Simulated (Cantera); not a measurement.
Cantera run, input and output.

```python
import numpy as np
import cantera as ct

gas = ct.Solution("gri30.yaml")
gas.TPX = 1275, 1333, {'C2H4': 0.1, 'H2': 1.4}
reactor = ct.IdealGasConstPressureReactor(gas, energy="off", clone=False)
net = ct.ReactorNet([reactor])
net.rtol, net.atol = 1e-08, 1e-18
show = ['C2H4', 'H2', 'CH4', 'H', 'C2H2']
times = np.geomspace(4e-06, 60, 12)

steps = ct.SolutionArray(gas, extra=["t"])
rows = []
print(f"{'t/s':>10s}{'T/K':>9s}{'P/Pa':>11s}" + "".join(f"{s:>11s}" for s in show))
for t in times:
    while net.time < t:
        t_next = net.step()
        steps.append(gas.state, t=t_next)
    rows.append([np.interp(t, steps.t, y) for y in (steps.T, steps.P, *steps(*show).X.T)])
    print(f"{t:10.3e}{rows[-1][0]:9.1f}{rows[-1][1]:11.4g}" + "".join(f"{x:11.3e}" for x in rows[-1][2:]))
rate = np.gradient(steps.T, steps.t)
print("integrator steps:", len(steps.t))
if steps.T.max() > steps.T[0] + 200:
    print(f"time of steepest temperature rise: {steps.t[rate.argmax()]:.4e} s")
gas.TPX = 1275, 1333, {'C2H4': 0.1, 'H2': 1.4}
gas.equilibrate("TP")
print(f"equilibrium (TP): T = {gas.T:.1f} K  " + "  ".join(f"{s} {gas[s].X[0]:.3e}" for s in show))
```

Result:

```
       t/s      T/K       P/Pa       C2H4         H2        CH4          H       C2H2
 4.000e-06   1275.0       1333  6.667e-02  9.333e-01  2.189e-21  1.032e-12  4.329e-09
 1.797e-05   1275.0       1333  6.667e-02  9.333e-01  6.496e-20  4.928e-12  1.944e-08
 8.069e-05   1275.0       1333  6.667e-02  9.333e-01  7.341e-18  2.569e-11  8.733e-08
 3.624e-04   1275.0       1333  6.667e-02  9.333e-01  1.290e-15  1.378e-10  3.922e-07
 1.628e-03   1275.0       1333  6.666e-02  9.333e-01  8.745e-14  6.699e-10  1.762e-06
 7.310e-03   1275.0       1333  6.666e-02  9.333e-01  3.457e-12  3.065e-09  7.925e-06
 3.283e-02   1275.0       1333  6.663e-02  9.333e-01  1.825e-10  1.397e-08  3.581e-05
 1.475e-01   1275.0       1333  6.649e-02  9.333e-01  1.392e-08  7.371e-08  1.657e-04
 6.623e-01   1275.0       1333  6.547e-02  9.334e-01  2.525e-06  1.833e-06  1.111e-03
 2.974e+00   1275.0       1333  4.493e-02  9.345e-01  2.460e-04  8.361e-06  2.024e-02
 1.336e+01   1275.0       1333  8.640e-03  9.365e-01  7.613e-04  8.823e-06  5.406e-02
 6.000e+01   1275.0       1333  2.923e-03  9.366e-01  1.192e-03  9.601e-06  5.924e-02
integrator steps: 589
equilibrium (TP): T = 1275.0 K  C2H4 2.169e-03  H2 9.168e-01  CH4 3.647e-02  H 6.154e-06  C2H2 4.451e-02
```

Cantera simulation using GRI-Mech 3.0 (53 species, 325 reactions); the numbers are that mechanism's predictions, not measurements. GRI-Mech 3.0 was tuned for natural gas; its chemistry of ethylene as a main component is partial and can be far from experiment. GRI-Mech 3.0 stops at C3 and has no aromatics, soot or wall deposition, so with more carbon than oxygen in the feed, carbon stays in small species such as C2H2 where larger ones or solid carbon would form. Radical loss at walls, strong at low pressure, is not modelled.
